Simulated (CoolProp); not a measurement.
Properties of trans-2-butene at several states (Tc = 428.6 K, pc = 4.019 MPa, ω = 0.210).

Computed with CoolProp (reference Helmholtz-energy equation of state, Lemmon 2005). It is a short technical equation, of lower accuracy than the large ones.

```
T (K)  p (MPa)   phase  cv (kJ/(kg K))  isothermal compressibility (1/MPa)  expansivity (1/kK)
-----  -------  ------  --------------  ----------------------------------  ------------------
315.8     11.4  liquid           1.666                                 [?]               1.806
456.8     1.07     gas             [?]                                 [?]               2.865
379.9      3.5  liquid             [?]                                 [?]               3.838
314.7   0.0689     gas           1.484                               14.77               3.374
```

Task: Fill in the missing entries.

Result: 
- 315.8, isothermal compressibility (1/MPa): 0.002576
- 456.8, cv (kJ/(kg K)): 2.022
- 456.8, isothermal compressibility (1/MPa): 1.019
- 379.9, cv (kJ/(kg K)): 1.884
- 379.9, isothermal compressibility (1/MPa): 0.01132
